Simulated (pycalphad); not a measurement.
An equivalent pycalphad script:

```python
from pycalphad import Database, equilibrium, calculate, variables as v
import numpy as np
db = Database('COST507.tdb')
comps = ['SI', 'V', 'VA']
phases = ['BCC_A2', 'DIAMOND_A4', 'LIQUID', 'SI2V', 'SI3V5', 'SI5V6', 'SIV3']
eq = equilibrium(db, comps, phases, {v.X('V'): 0.0698, v.T: np.arange(2600, 499, -50), v.P: 101325, v.N: 1}, output=['HM', 'SM'])
```

Computed with pycalphad from the COST 507 light-alloy database (1999), at 1 atm. The data set is of 1999 and partly superseded. Phase fractions are per mole of atoms. Kinetics are ignored, which matters at the lower temperatures.

Results at three of the temperatures:

```
T = 2600.00 K, P = 101325 Pa, N = 1 mol of atoms
G = -166602 J/mol, H = 101848 J/mol, S = 103.25 J/(mol K)  (SER reference)
chemical potentials (J/mol): Si -158624, V -272912
phase             fraction      x(Si)       x(V)
LIQUID              1.0000     0.9302     0.0698
```

```
T = 2250.00 K, P = 101325 Pa, N = 1 mol of atoms
G = -131171 J/mol, H = 91835 J/mol, S = 99.11 J/(mol K)  (SER reference)
chemical potentials (J/mol): Si -122990, V -240185
phase             fraction      x(Si)       x(V)
LIQUID              1.0000     0.9302     0.0698
```

```
T = 1100.00 K, P = 101325 Pa, N = 1 mol of atoms
G = -44059 J/mol, H = 11382 J/mol, S = 50.40 J/(mol K)  (SER reference)
chemical potentials (J/mol): Si -35242, V -161561
phase             fraction      x(Si)       x(V)
DIAMOND_A4          0.7906     1.0000       none
SI2V                0.2094     0.6667     0.3333
```

Changes of the phase set, refined by bisection:

| T (K) | phases above | phases below |
|---|---|---|
| 1766.9 | liquid | liquid + SI2V |
| 1675.0 | liquid + SI2V | diamond (Si) + SI2V |

Database names, with the compositions (at.%) that they take in these runs: SI2V: Si 67 V 33. DIAMOND_A4 is diamond (Si). An entry "none" or "no" means that the model of the phase leaves that element out.
